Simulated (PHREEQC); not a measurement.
Solution (25 °C and 300 atm): 4.2e-05 mol/kgw Ca(HCO3)2 and 0.00035 mol/kgw NaF. Closed to the air; pH follows from the charge balance.

Equilibrium calculation in PHREEQC: ion-association model, phreeqc.dat.

| quantity | before | after |
|---|---|---|
| pH | 7.91 | 8.15 |
| ionic strength (mol/kgw) | 0.000476 | 0.000476 |
| NaF (mol/kgw) | 5.99e-8 | 5.91e-8 |
| HF (mol/kgw) | 5.31e-9 | 2.36e-9 |
| SI of Fluorite (CaF2) | -0.93 | -0.74 |

Which change was made?
(A) 1.1e-05 mol/kgw (CH3)4NCl added
(B) Ca(HCO3)2 replaced by CaCl2 at the same molality
(C) 0.0006 mol/kgw H3PO4 added
(D) diluted 5-fold with water
(E) temperature from 25 to 10 °C

E, temperature from 25 to 10 °C

This is a speciation only: nothing precipitates in the calculation. Under pressure, the constants of complexes without a molar volume in the database are unreliable. At this temperature some constants are extrapolated from 25 °C, and those without enthalpy data are left unchanged.
